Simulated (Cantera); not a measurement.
**Equilibrium for hydrogen reduction and annealing atmospheres: CuO + H2**

A closed system holds: 1 mol CuO, a varied amount of H2, equilibrated at 1675 °C and 0.825 Torr.

Cantera equilibrium calculation (NASA polynomials, part measured and part estimated; ideal gas, pure solids and liquids). Candidate condensed phases: Cu, CuO, Cu(OH)2, Cu2O, H2O; 12 gas species. The numbers say what is thermodynamically allowed, not how fast it happens.

From 7.1 mol H2 to 85 mol H2 nothing is condensed. The main Cu-bearing gas is Cu throughout.

```tsv
n(H2) (mol)	x H2	x Cu	x H2O	x H	x OH	x Cu2
7.1	0.728	0.122	0.121	0.0291	0.000438	2.13e-5
9.6	0.784	0.0929	0.0926	0.0302	0.000323	1.25e-5
13	0.828	0.0703	0.0701	0.0310	0.000238	7.14e-6
18	0.865	0.0518	0.0516	0.0317	0.000171	3.87e-6
24	0.889	0.0393	0.0392	0.0322	0.000128	2.24e-6
33	0.910	0.0289	0.0288	0.0325	9.33e-5	1.21e-6
46	0.925	0.0209	0.0209	0.0328	6.69e-5	6.32e-7
62	0.936	0.0156	0.0156	0.0330	4.96e-5	3.52e-7
85	0.944	0.0114	0.0114	0.0331	3.62e-5	1.89e-7
```
x: gas mole fraction; nothing condenses.
